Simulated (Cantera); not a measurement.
A closed system holds: 1 mol FeS₂, 24 mol H₂, 1.4 mol N₂, equilibrated at 1573.15 K and 42000 Pa.

Equilibrium computed with Cantera from the NASA thermochemical tables; the gas is ideal and each condensed phase is pure. Candidate condensed phases: Fe, FeS, FeS₂, S; 16 gas species. FeS: taken at fixed stoichiometry. Equilibrium is a limit: real reactors are often held back by kinetics, nucleation or transport.

Base state: H₂ 0.906, N₂ 0.0551, H₂S 0.0376, S₂ 0.000611, SH 0.000503, H 5.98e-5 (mole fractions); condensed: FeS(l).

### Question
What changes in the equilibrium state with this change: FeS₂ replaced by ZrO₂?

### Answer
| species | before | after |
|---|---|---|
| H₂ | 0.906 | 0.945 |
| N₂ | 0.0551 | 0.0551 |
| H | 5.98e-5 | 6.11e-5 |
| H₂S | 0.0376 | 0 |
| S₂ | 0.000611 | 0 |
| SH | 0.000503 | 0 |
| H₂O | 0 | 1.56e-5 |
| FeS(l), mol | 1.000 | 0 |
| ZrN(s), mol | 0 | 0.000198 |
| ZrO₂(tetragonal), mol | 0 | 1.000 |
Mutual solubility and eutectic melting of coexisting phases are not modelled. ZrN: taken at fixed stoichiometry. Condensed phases not in the tables: solid solutions among these carbides, nitrides and lower oxides. Further candidate phases: H₂O, Zr, ZrN, ZrO₂.

### Question
What changes in the equilibrium state with this change: pressure from 42000 Pa to 1330 Pa?

### Answer
```tsv
species	before	after
H₂	0.906	0.913
N₂	0.0551	0.0547
H₂S	0.0376	0.0230
S₂	0.000611	0.00712
Fe	6.34e-7	3.28e-5
S	3.49e-6	6.68e-5
H	5.98e-5	0.000337
SH	0.000503	0.00172
FeS(l), mol	1.000	0.999
```
